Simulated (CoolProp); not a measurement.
A single-stage vapour-compression cycle with R114: evaporating at 292.15 K (dew point), condensing at 329.15 K (bubble point), superheat 5 K, subcooling 8 K, compressor efficiency 0.9, no pressure losses. Each further row changes one setting.

The numbers come from the reference Helmholtz-energy equation of state, Platzer 1990 in CoolProp. This equation is an older, rougher fit; its heat capacities, sound speeds and derivatives of the liquid may be far off and weren't checked against measurements.

```
case                              cooling COP  pressure ratio  discharge temperature (K)  refrigerating effect (kJ/kg)  volumetric capacity (kJ/m³)
--------------------------------  -----------  --------------  -------------------------  ----------------------------  ---------------------------
as stated                                6.31            2.97                      329.1                           105                         1350
evaporating temperature 297.15 K         7.61            2.52                      329.1                           108                         1620
condensing temperature 324.15 K          7.52            2.61                      324.1                           110                         1420
subcooling 13 K                          6.62            2.97                      329.1                           110                         1420
superheat 15 K                           6.45            2.97                      336.9                           112                         1390
compressor efficiency 0.8                5.61            2.97                      329.5                           105                         1350
```

The compression ends wet for: as stated; evaporating temperature 297.15 K; condensing temperature 324.15 K; subcooling 13 K.
